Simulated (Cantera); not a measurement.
A closed system holds: 1 mol SiH2Cl2, 49 mol NH3, equilibrated at 1702 °C and 1000 Pa.

Cantera equilibrium calculation (NASA polynomials, part measured and part estimated; ideal gas, pure solids and liquids). Candidate condensed phases: NH4Cl, Si, Si3N4; 28 gas species. The tables' values for SiCl, SiN are old estimates; treat these amounts as uncertain. Gases not in the tables: Si2H6 and higher silanes. The numbers say what is thermodynamically allowed, not how fast it happens.

Base state: H2 0.723, N2 0.243, HCl 0.0173, H 0.0116, Si 0.00323, SiCl2 0.00102, SiCl 0.000221, Cl 0.000208 (mole fractions); condensed: Si(l).

Task: What changes in the equilibrium state with this change: SiH2Cl2 replaced by Si2Cl6?

Result: 
```csv
species,before,after
H2,0.723,0.693
N2,0.243,0.240
HCl,0.0173,0.0439
SiCl2,0.00102,0.00687
H,0.0116,0.0114
SiCl,0.000221,0.000573
Cl,0.000208,0.000540
SiH2,6.65e-5,6.37e-5
SiH,0.000198,0.000194
"Si(l), mol",0.496,0.859
```
The feed counts by its element totals alone.
